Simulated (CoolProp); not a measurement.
20 sccm (0 °C, 1 atm) of nitrogen bubbles through liquid benzene at 283.8 K and leaves saturated at a total pressure of 0.0286 MPa (ideal gas phase). Each further row changes one setting.

Values from CoolProp's reference Helmholtz-energy equation of state, Thol 2012.

| case | vapour pressure (kPa) | mole fraction of vapour | delivery (mg/min) | delivery (sccm) | change of delivery for a bath 1 K warmer (%) |
|---|---|---|---|---|---|
| as stated | 6.28 | 0.220 | 19.6 | 5.63 | 6.9 |
| bath temperature 288.8 K | 8.11 | 0.283 | 27.6 | 7.91 | 7.3 |
| total pressure 0.0572 MPa | 6.28 | 0.110 | 8.60 | 2.47 | 6.0 |
